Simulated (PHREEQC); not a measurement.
## Copper plating or etch bath

Consider water at 25 °C with 0.22 mol CuSO4, 0.012 mol HCl and 0.00027 mol KCl per kg of water. Closed to the air; pH follows from the charge balance.

Model: ion-association model, phreeqc.dat, run in PHREEQC.

```yaml
pH: 2.54
ionic_strength: 0.424 mol/kgw
activity_of_water: 0.994
specific_conductance: 16500 µS/cm
density: 1.032 g/cm³
total_alkalinity: -12.0 meq/kg
```

| species | molality | activity | log γ |
|---|---|---|---|
| CuSO4 | 0.113 | 0.124 | 0.042 |
| Cu+2 | 0.107 | 0.0279 | -0.582 |
| SO4-2 | 0.0992 | 0.0217 | -0.659 |
| Cl- | 0.0114 | 0.00754 | -0.180 |
| HSO4- | 0.00828 | 0.00605 | -0.136 |
| H+ | 0.00372 | 0.00286 | -0.114 |
| CuCl+ | 0.000856 | 0.000567 | -0.179 |
| K+ | 0.000236 | 0.000155 | -0.184 |
| KSO4- | 3.37e-5 | 2.37e-5 | -0.154 |
| CuCl2 | 2.08e-6 | 2.30e-6 | 0.042 |
| CuOH+ | 1.46e-7 | 9.70e-8 | -0.179 |

This is a speciation only: nothing precipitates in the calculation.
